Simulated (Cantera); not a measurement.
A Cantera script and what it prints.

```python
import numpy as np
import cantera as ct

gas_names = [...]  # 113 gases of nasa_gas.yaml made of C, H, O, Ta
cond_names = """
    C(gr) C6H6(L) C7H8(L) C8H18(L),n-octa H2O(s) H2O(L) Ta(cr) Ta(L) TaC(s) TaC(L) Ta2O5(s) Ta2O5(L)
""".split()


# ... load() reads the species with a 1 bar reference pressure and builds the phases ...
atoms = {
    'Ta2O5': {'Ta': 2, 'O': 5},
    'CH4': {'C': 1, 'H': 4},
    'H2': {'H': 2},
}
top_T = {'C(gr)': 4500}  # K; cautious upper limits of use, not melting points


# ... equilibrate(T, P, feed) seeds the gas with the atoms and calls Mixture.equilibrate('TP', solver="vcs", rtol=1e-11, max_steps=5000) ...
results = []
feed = {'Ta2O5': 1, 'CH4': 2.7, 'H2': 1.3}  # mol
T = 1050  # K
for P in [10, 36, 130, 460, 1700, 6000, 22000, 77000, 280000, 1000000]:
    mix = equilibrate(T, P, feed)
    results.append((T, P, feed, dict(zip(mix.species_names, mix.species_moles))))
    x = sorted(zip(gas.X, gas.species_names), reverse=True)
    print(f"T = {T:g} K  P = {P:g} Pa  gas = {mix.phase_moles(0):.4g} mol")
    print("   x: " + "  ".join(f"{s} {v:.3e}" for v, s in x if v > 1e-06))
    print("   condensed (mol): " + ("  ".join(f"{mix.phase(i).name} {mix.phase_moles(i):.4g}"
          for i in range(1, mix.n_phases) if mix.phase_moles(i) > 1e-12) or "none"))
```

Result:

```
T = 1050 K  P = 10 Pa  gas = 8.628 mol
   x: H2 7.764e-01  CO 2.235e-01  H2O 6.848e-05  CO2 2.321e-05
   condensed (mol): TaC(s) 0.7717  Ta2O5(s) 0.6142
T = 1050 K  P = 36 Pa  gas = 8.628 mol
   x: H2 7.764e-01  CO 2.234e-01  H2O 9.873e-05  CO2 3.347e-05  CH4 1.426e-06
   condensed (mol): TaC(s) 0.7718  Ta2O5(s) 0.6141
T = 1050 K  P = 130 Pa  gas = 8.628 mol
   x: H2 7.764e-01  CO 2.234e-01  H2O 1.425e-04  CO2 4.829e-05  CH4 1.289e-05
   condensed (mol): TaC(s) 0.7719  Ta2O5(s) 0.6141
T = 1050 K  P = 460 Pa  gas = 8.626 mol
   x: H2 7.763e-01  CO 2.233e-01  H2O 2.044e-04  CH4 1.124e-04  CO2 6.927e-05
   condensed (mol): TaC(s) 0.7718  Ta2O5(s) 0.6141
T = 1050 K  P = 1700 Pa  gas = 7.421 mol
   x: H2 9.009e-01  CO 9.797e-02  CH4 7.900e-04  H2O 2.723e-04  CO2 3.488e-05
   condensed (mol): C(gr) 1.675  TaC(s) 0.2918  Ta2O5(s) 0.8541
T = 1050 K  P = 6000 Pa  gas = 6.869 mol
   x: H2 9.687e-01  CO 2.776e-02  CH4 3.224e-03  H2O 2.928e-04  CO2 9.882e-06
   condensed (mol): C(gr) 2.41  TaC(s) 0.07712  Ta2O5(s) 0.9614
T = 1050 K  P = 22000 Pa  gas = 6.67 mol
   x: H2 9.800e-01  CH4 1.210e-02  CO 7.570e-03  H2O 2.962e-04  CO2 2.695e-06
   condensed (mol): C(gr) 2.548  TaC(s) 0.021  Ta2O5(s) 0.9895
T = 1050 K  P = 77000 Pa  gas = 6.453 mol
   x: H2 9.572e-01  CH4 4.039e-02  CO 2.163e-03  H2O 2.893e-04
   condensed (mol): C(gr) 2.419  TaC(s) 0.006334  Ta2O5(s) 0.9968
T = 1050 K  P = 280000 Pa  gas = 5.969 mol
   x: H2 8.761e-01  CH4 1.230e-01  CO 5.948e-04  H2O 2.648e-04  C2H6 4.638e-06  C2H4 1.579e-06
   condensed (mol): C(gr) 1.96  TaC(s) 0.002053  Ta2O5(s) 0.999
T = 1050 K  P = 1e+06 Pa  gas = 5.198 mol
   x: H2 7.105e-01  CH4 2.890e-01  H2O 2.148e-04  CO 1.665e-04  C2H6 3.156e-05  C2H4 3.710e-06
   condensed (mol): C(gr) 1.195  TaC(s) 0.0007931  Ta2O5(s) 0.9996
```

Cantera equilibrium calculation (NASA polynomials, part measured and part estimated; ideal gas, pure solids and liquids). Mutual solubility and eutectic melting of coexisting phases are not modelled. TaC: taken at fixed stoichiometry. Condensed phases not in the tables: Ta2C.
